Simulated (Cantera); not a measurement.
Input (Python, Cantera):

```python
import numpy as np
import cantera as ct

gas = ct.Solution("gri30.yaml")
gas.TPX = 750, 100000, {'CH4': 1, 'CO': 0.09, 'O2': 1.86, 'N2': 6.99, 'CO2': 0.019}
inlet = ct.Reservoir(gas, clone=True)
gas.equilibrate("HP")  # start burning
reactor = ct.IdealGasConstPressureReactor(gas, energy="on", clone=False)
exhaust = ct.Reservoir(gas, clone=True)
tau = [0.11, 0.049, 0.022, 0.01, 0.0047, 0.0021, 0.00097, 0.00044, 0.0002, 9.1e-05][0]
for a, b in ((inlet, reactor), (reactor, exhaust)):
    ct.MassFlowController(a, b, mdot=lambda t: reactor.mass / tau)
net = ct.ReactorNet([reactor])
show = ['CH4', 'CO', 'O2', 'N2O', 'C2H6']

rows = []
print(f"{'tau/s':>10s}{'T/K':>9s}" + "".join(f"{s:>11s}" for s in show))
for tau in [0.11, 0.049, 0.022, 0.01, 0.0047, 0.0021, 0.00097, 0.00044, 0.0002, 9.1e-05]:
    net.initial_time = 0.0
    net.advance(30 * tau)
    before = gas.X
    net.advance(40 * tau)
    drift = np.max(np.abs(gas.X - before) / (gas.X + 1e-9))
    rows.append([gas.T, *gas[show].X, drift])
    print(f"{tau:10.3e}{gas.T:9.1f}" + "".join(f"{x:11.3e}" for x in gas[show].X))
```

Output:

```
     tau/s      T/K        CH4         CO         O2        N2O       C2H6
 1.100e-01   2442.5  1.470e-06  3.487e-02  3.872e-03  1.333e-07  2.014e-13
 4.900e-02   2436.9  3.105e-06  3.518e-02  4.207e-03  1.335e-07  8.912e-13
 2.200e-02   2425.7  6.249e-06  3.581e-02  4.813e-03  1.316e-07  3.558e-12
 1.000e-02   2405.5  1.188e-05  3.691e-02  5.796e-03  1.255e-07  1.260e-11
 4.700e-03   2374.8  2.122e-05  3.850e-02  7.178e-03  1.155e-07  3.920e-11
 2.100e-03   2329.0  3.887e-05  4.072e-02  9.125e-03  1.027e-07  1.272e-10
 9.700e-04   2274.4  7.055e-05  4.315e-02  1.136e-02  9.183e-08  4.054e-10
 4.400e-04   2212.6  1.355e-04  4.580e-02  1.392e-02  8.377e-08  1.460e-09
 2.000e-04   2149.7  2.769e-04  4.880e-02  1.692e-02  7.817e-08  6.145e-09
 9.100e-05   2086.6  6.246e-04  5.312e-02  2.119e-02  7.331e-08  3.392e-08
```

Detailed kinetics in Cantera: GRI-Mech 3.0 (53 species, 325 reactions).
